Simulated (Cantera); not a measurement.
Adiabatic ignition

An adiabatic, constant-pressure homogeneous reactor starts with 4.21 % C3H8, 19.2 % O2, 72.0 % N2, 4.63 % CO2, at 1350 K and 16.8 atm.

Computed with Cantera and GRI-Mech 3.0 (53 species, 325 reactions). GRI-Mech 3.0 was tuned for natural gas; its chemistry of propane as a main component is partial and can be far from experiment. The pressure lies above the range GRI-Mech 3.0 was tuned for (to about 10 atm).

| t (s) | T (K) | x C3H8 | x O2 | x CO2 | x HCN | x C2H4 | x C2H | x NO2 |
|---|---|---|---|---|---|---|---|---|
| 1.00e-6 | 1350 | 0.0421 | 0.192 | 0.0463 | <1e-12 | 1.62e-5 | <1e-12 | <1e-12 |
| 3.15e-6 | 1350 | 0.0420 | 0.192 | 0.0463 | <1e-12 | 8.57e-5 | <1e-12 | <1e-12 |
| 9.90e-6 | 1350 | 0.0415 | 0.191 | 0.0463 | <1e-12 | 0.000557 | <1e-12 | <1e-12 |
| 3.12e-5 | 1351 | 0.0396 | 0.190 | 0.0462 | <1e-12 | 0.00243 | <1e-12 | <1e-12 |
| 9.81e-5 | 1404 | 0.0222 | 0.174 | 0.0453 | 3.71e-12 | 0.0181 | 2.34e-10 | 6.74e-12 |
| 0.000309 | 2830 | <1e-12 | 0.00801 | 0.109 | 7.14e-9 | <1e-12 | <1e-12 | 2.29e-6 |
| 0.000972 | 2823 | <1e-12 | 0.00737 | 0.108 | 9.68e-9 | <1e-12 | <1e-12 | 3.31e-6 |
| 0.00306 | 2823 | <1e-12 | 0.00735 | 0.108 | 9.73e-9 | <1e-12 | <1e-12 | 3.33e-6 |
| 0.00962 | 2823 | <1e-12 | 0.00735 | 0.108 | 9.73e-9 | <1e-12 | <1e-12 | 3.33e-6 |
| 0.0303 | 2823 | <1e-12 | 0.00735 | 0.108 | 9.73e-9 | <1e-12 | <1e-12 | 3.33e-6 |
| 0.0953 | 2823 | <1e-12 | 0.00735 | 0.108 | 9.73e-9 | <1e-12 | <1e-12 | 3.33e-6 |
| 0.300 | 2823 | <1e-12 | 0.00735 | 0.108 | 9.73e-9 | <1e-12 | <1e-12 | 3.33e-6 |
x: mole fraction; the columns are a selection and need not sum to one.

- time of steepest temperature rise: 0.107 ms
- temperature at 0.300 s: 2823 K
- equilibrium temperature: 2823 K
- x(C3H8) at 0.300 s: <1e-12 (gas-phase equilibrium <1e-12)
- x(O2) at 0.300 s: 0.00735 (gas-phase equilibrium 0.00735)
- x(CO2) at 0.300 s: 0.108 (gas-phase equilibrium 0.108)
